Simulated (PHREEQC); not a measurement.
Make-up at 20 °C: 18 mmol/kgw KOH and 0.4 mmol/kgw NaAlO2. Closed to the air; pH follows from the charge balance.

All values are PHREEQC results (ion-association model, wateq4f.dat), not measurements.

Each row changes one thing in this solution. No solid was allowed to form.

```csv
case,pH,ionic strength (mol/kgw)
as made,12.36,0.0184
temperature from 20 to 10 °C,12.73,0.0184
NaAlO2 left out,?,?
diluted 10-fold with water,?,?
KOH replaced by KCl at the same molality,?,0.0184
```

**Question.** Fill in the missing entries.

**Answer.** 
- NaAlO2 left out, pH: 12.37
- NaAlO2 left out, ionic strength (mol/kgw): 0.0180
- diluted 10-fold with water, pH: 11.40
- diluted 10-fold with water, ionic strength (mol/kgw): 0.00184
- KOH replaced by KCl at the same molality, pH: 8.23

Some of these states are supersaturated (in Al(OH)3(a), Boehmite (slow to form), for instance). Away from 25 °C the constants follow the database's enthalpies or fits; those with neither stay at their 25 °C values.
